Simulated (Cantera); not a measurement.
A perfectly stirred reactor is fed with CH₃OH : O₂ : N₂ = 1 : 0.938 : 3.52 (molar parts), at 750 Torr; it is adiabatic with a 300 K inlet, and is followed from long to short residence time, starting on the burning branch (τ in s: 0.097, 0.031, 0.0099, 0.0031, 0.001, 0.00032, 0.0001, 3.3e-05, 1e-05, 3.3e-06).

Cantera simulation using GRI-Mech 3.0 (53 species, 325 reactions); the numbers are that mechanism's predictions, not measurements. GRI-Mech 3.0 was tuned for natural gas; its chemistry of methanol as a main component is partial and can be far from experiment.

x: mole fraction; the columns are a selection and need not sum to one.

```
τ (s)    T (K)   x CH₃OH      x O₂   x HCO    x HCN       x O    x CH₂O    x H₂
-------  -----  --------  --------  ------  -------  --------  --------  ------
0.097     1893   2.19e-6   6.81e-5       …  5.05e-7   1.27e-5   1.93e-6  0.0798
0.031     1882   4.40e-6  0.000144       …  1.45e-6   3.15e-5   3.82e-6  0.0796
0.0099    1866   9.47e-6  0.000311       …  3.78e-6   6.91e-5   8.02e-6  0.0792
0.0031    1847   2.28e-5  0.000701       …  8.33e-6  0.000129   1.87e-5  0.0788
0.0010    1824   6.16e-5   0.00168       …  1.41e-5  0.000201   4.89e-5  0.0783
0.00032   1781  0.000208   0.00494       …  1.49e-5  0.000283  0.000160  0.0776
0.00010    300     0.183     0.172  <1e-12   <1e-12    <1e-12    <1e-12  <1e-12
3.3e-5     300     0.183     0.172  <1e-12   <1e-12    <1e-12    <1e-12  <1e-12
1.0e-5     300     0.183     0.172  <1e-12   <1e-12    <1e-12    <1e-12  <1e-12
3.3e-6     300     0.183     0.172  <1e-12   <1e-12    <1e-12    <1e-12  <1e-12
```

Question: What belongs in the gaps?

Answer: 
- 0.097, x HCO: 1.72e-7
- 0.031, x HCO: 3.82e-7
- 0.0099, x HCO: 9.19e-7
- 0.0031, x HCO: 2.42e-6
- 0.0010, x HCO: 6.72e-6
- 0.00032, x HCO: 2.08e-5
